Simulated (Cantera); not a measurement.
# SiHCl3 + C3H8 + H2 (silicon carbide growth)

Charge: 1 mol SiHCl3, 0.072 mol C3H8, a varied amount of H2, held at 2600 K and 0.00100 bar.

These are equilibrium values from Cantera (NASA tables, ideal gas, pure condensed phases), not measurements of a reactor. Candidate condensed phases: C, C6H6, C7H8, C8H18, Si, SiC; 109 gas species. The numbers say what is thermodynamically allowed, not how fast it happens.

| n(H2) (mol) | x H | x H2 | x Cl | x HCl |
|---|---|---|---|---|
| 110 | 0.671 | 0.305 | 0.0106 | 0.00687 |
| 140 | 0.673 | 0.308 | 0.00835 | 0.00544 |
| 200 | 0.676 | 0.310 | 0.00587 | 0.00385 |
| 270 | 0.678 | 0.312 | 0.00436 | 0.00287 |
| 380 | 0.680 | 0.313 | 0.00311 | 0.00205 |
| 520 | 0.680 | 0.314 | 0.00228 | 0.00150 |
| 710 | 0.681 | 0.315 | 0.00167 | 0.00110 |
| 970 | 0.682 | 0.315 | 0.00122 | 0.000807 |
| 1300 | 0.682 | 0.316 | 0.000913 | 0.000603 |
x: gas mole fraction; nothing condenses.

From 110 mol H2 to 1300 mol H2 nothing is condensed. The main Si-bearing gas is Si throughout.
